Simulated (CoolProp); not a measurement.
Vapour-liquid equilibrium of toluene (1) + n-octane (2) at 270.4 K; x and y are mole fractions of (1).

Values from CoolProp's multi-fluid Helmholtz-energy mixture model, Lemmon 2006 and Beckmüller 2019; pair parameters Bell 2016.

Question: Give the bubble pressure and the first vapour's composition at x = 0.5, 0.575, 0.8. Is there an azeotrope?

Answer: x = 0.5: 0.006253 bar, y = 0.708; x = 0.575: 0.006518 bar, y = 0.751; x = 0.8: 0.007166 bar, y = 0.870. No azeotrope shows between x = 0.05 and 0.95.

Pair parameters are fitted to limited data, so mixtures are less certain than the pure fluids.
